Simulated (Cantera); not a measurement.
A perfectly stirred reactor is fed with CH₃OH : O₂ : N₂ = 0.012 : 0.0091 : 1 (molar parts), at 1.01 bar; it is held at 1500 K, and followed from long to short residence time.

Model: GRI-Mech 3.0 (53 species, 325 reactions), integrated in Cantera. GRI-Mech 3.0 was tuned for natural gas; its chemistry of methanol as a main component is partial and can be far from experiment.

### Question
Predict: x(CH₃OH) at τ = 2.70 s; x(O₂) at τ = 2.70 s; x(HO₂) at τ = 2.70 s; x(C₂H₂) at τ = 2.70 s; x(CH₃OH) at τ = 98.0 ms; x(O₂) at τ = 98.0 ms; x(HO₂) at τ = 98.0 ms; x(C₂H₂) at τ = 98.0 ms.

### Answer
```json
{
  "x(CH₃OH) at τ = 2.70 s": "1.87e-7",
  "x(O₂) at τ = 2.70 s": "4.24e-6",
  "x(HO₂) at τ = 2.70 s": "1.15e-9",
  "x(C₂H₂) at τ = 2.70 s": "2.00e-8",
  "x(CH₃OH) at τ = 98.0 ms": "1.47e-6",
  "x(O₂) at τ = 98.0 ms": "3.32e-5",
  "x(HO₂) at τ = 98.0 ms": "1.00e-8",
  "x(C₂H₂) at τ = 98.0 ms": "3.19e-7"
}
```
